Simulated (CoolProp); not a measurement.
The fluid at 298.15 K and 7.51 MPa flows at 0.5 m/s in a round tube of 20 mm bore and 1.5 µm roughness, fully developed (64/Re and Nu = 3.66 if laminar; Colebrook and Gnielinski if turbulent). The same conditions are run with several fluids, on thermodynamics alone (safety and materials aside).

The numbers come from the reference Helmholtz-energy equation of state of each fluid (ammonia: Gao 2020; R124: de Vries 1995; propane: Lemmon 2009; ethylbenzene: Zhou 2012; ethanol: Schroeder 2014) in CoolProp.

```
fluid         Reynolds number  Darcy friction factor  pressure drop (Pa/m)  heat-transfer coefficient (W/(m² K))  mass flow (kg/h)
------------  ---------------  ---------------------  --------------------  ------------------------------------  ----------------
ammonia                   [?]                 0.0217                  82.6                                  3380               344
R124                    49000                 0.0212                   184                                   [?]               786
propane                 46600                    [?]                   [?]                                  1040               [?]
ethylbenzene            13300                 0.0288                   156                                   [?]               491
ethanol                  6990                 0.0341                   169                                   635               448
```

Q: Fill in the missing entries.

A: 
- ammonia, Reynolds number: 44400
- R124, heat-transfer coefficient (W/(m² K)): 969
- propane, Darcy friction factor: 0.0215
- propane, pressure drop (Pa/m): 68.4
- propane, mass flow (kg/h): 288
- ethylbenzene, heat-transfer coefficient (W/(m² K)): 725

Transport values come from each fluid's own correlations; those of R124, ethylbenzene are estimates that may be off by 10 % or more.
